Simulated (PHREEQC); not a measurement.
Make-up at 47 °C: 54 mmol/kgw NaHSO4 and 0.052 mmol/kgw Na2B4O7. Closed to the air; pH follows from the charge balance.

Equilibrium calculation in PHREEQC: ion-association model, wateq4f.dat.

No solid was allowed to form.

Problem. Order these S species by the share of S that they hold, largest first: NaSO4-, SO4-2, HSO4-.

Solution. HSO4- (57 %), SO4-2 (39 %), NaSO4- (4.2 %)

The pH is 1.72 and the ionic strength 0.0960 mol/kgw. Species that the database lacks are ignored. Away from 25 °C the constants follow the database's enthalpies or fits; those with neither stay at their 25 °C values.
